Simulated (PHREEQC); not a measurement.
Synthetic water in mg/kgw, 25 °C, pH 7.03:

| constituent | mg/kgw |
|---|---|
| Na | 2200 |
| K | 139 |
| Ca | 183 |
| Mg | 94.9 |
| Cl | 3500 |
| S(6) as SO4 | 630 |
| Alkalinity as HCO3 | 1.11 |
| Br | 81.1 |

Valence states are taken as typed.

Equilibrium calculation in PHREEQC: Pitzer model, pitzer.dat.

This is a speciation only: nothing precipitates in the calculation.

Order these C species by the share of C that they hold, largest first: CO2, HCO3-, CO3-2.

HCO3- (85 %), CO2 (14 %), CO3-2 (0.13 %)

The pH is 7.03 and the ionic strength 0.130 mol/kgw.
